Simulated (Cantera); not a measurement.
# Reactions in the system N-O-V

Standard-state values (1 bar) from the NASA 1993 polynomials, evaluated with Cantera. Values are per mole of reaction as written; species without (g) are pure solids or liquids, kept so even where they would boil at 1 bar. VN: taken at fixed stoichiometry.

7 V₂O₃ + 4 NO(g) ⇌ 4 VN + 5 V₂O₅

```tsv
T (K)	ΔH° (kJ)	ΔS° (J/K)	ΔG° (kJ)	log10 K	condensed phases
550	-458.3	-737.7	-52.6	4.99	V₂O₃(s), VN(s), V₂O₅(s)
600	-457.5	-736.3	-15.7	1.37	V₂O₃(s), VN(s), V₂O₅(s)
650	-456.5	-734.7	21.0	-1.69	V₂O₃(s), VN(s), V₂O₅(s)
700	-455.3	-732.9	57.7	-4.31	V₂O₃(s), VN(s), V₂O₅(s)
750	-453.9	-731.0	94.3	-6.57	V₂O₃(s), VN(s), V₂O₅(s)
800	-452.4	-729.1	130.8	-8.54	V₂O₃(s), VN(s), V₂O₅(s)
850	-450.9	-727.2	167.2	-10.28	V₂O₃(s), VN(s), V₂O₅(s)
900	-449.2	-725.3	203.6	-11.81	V₂O₃(s), VN(s), V₂O₅(s)
950	-124.6	-381.1	237.4	-13.05	V₂O₃(s), VN(s), V₂O₅(l)
1000	-121.1	-377.4	256.3	-13.39	V₂O₃(s), VN(s), V₂O₅(l)
```

VN + NO₂(g) ⇌ VO₂(g) + N₂(g)

```tsv
T (K)	ΔH° (kJ)	ΔS° (J/K)	ΔG° (kJ)	log10 K
550	-51.5	175.3	-147.9	14.05
600	-52.1	174.2	-156.6	13.64
650	-52.7	173.2	-165.3	13.29
700	-53.4	172.2	-174.0	12.98
750	-54.2	171.2	-182.5	12.71
800	-54.9	170.2	-191.1	12.48
850	-55.7	169.2	-199.6	12.26
900	-56.6	168.2	-208.0	12.07
950	-57.4	167.3	-216.4	11.90
1000	-58.3	166.4	-224.7	11.74
```
